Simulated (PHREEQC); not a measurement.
Make-up at 25 °C: 2.3 mmol/kgw HF, 3.3 mmol/kgw NH4F, 20 mmol/kgw (NH4)2SiF6 and 0.48 mmol/kgw H3PO4. Closed to the air; pH follows from the charge balance.

Equilibrium calculation in PHREEQC: ion-association model, phreeqc.dat.

Each row changes one thing in this solution. Precipitation was switched off in this run.

| case | pH | ionic strength (mol/kgw) | F- (mol/kgw) | HF (mol/kgw) | H4SiO4 (mol/kgw) | HF2- (mol/kgw) | SI of Quartz (SiO2) |
|---|---|---|---|---|---|---|---|
| as made | 3.25 | 0.0639 | 0.00366 | 0.00242 | 9.18e-5 | 3.40e-5 | -0.05 |
| temperature from 25 to 55 °C | 3.32 | 0.0633 | 0.00453 | 0.00447 | 0.000595 | 8.84e-5 | +0.36 |
| H3PO4 left out | 3.34 | 0.0637 | 0.00404 | 0.00218 | 0.000114 | 3.38e-5 | +0.05 |
| diluted 100-fold with water | 3.43 | 0.000818 | 0.000808 | 0.000436 | 0.000199 | 1.35e-6 | +0.28 |
| NH4F from 0.0033 to 0.00165 mol/kgw | 3.08 | 0.0624 | 0.00253 | 0.00246 | 0.000181 | 2.38e-5 | +0.24 |
| NH4F replaced by NH4BF4 at the same molality | 2.84 | 0.0649 | 0.00198 | 0.00337 | 8.29e-5 | 2.56e-5 | -0.09 |

Some of these states are supersaturated (in Quartz (slow to form), for instance). Constants without temperature data keep their 25 °C values here. SiF6-2 is the database's only silicon fluoride. Real BF4- forms and hydrolyses slowly; the run takes it at equilibrium.
